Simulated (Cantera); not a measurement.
Standard-state values (1 bar) from the NASA 1993 polynomials, evaluated with Cantera. Values are per mole of reaction as written; species without (g) are pure solids or liquids, kept so even where they would boil at 1 bar.

Between 1198 and 2248 K, where is each reaction favourable under standard conditions?
- V2O5 + N2O(g) = V2O4 + 2 NO(g)


- V2O5 + N2O(g) = V2O4 + 2 NO(g): ΔG° is 12 kJ at 1198 K and -145 kJ at 2248 K; it changes sign between 1198 and 1348 K. ΔH° is 285 kJ and ΔS° 191 J/K at 2248 K.
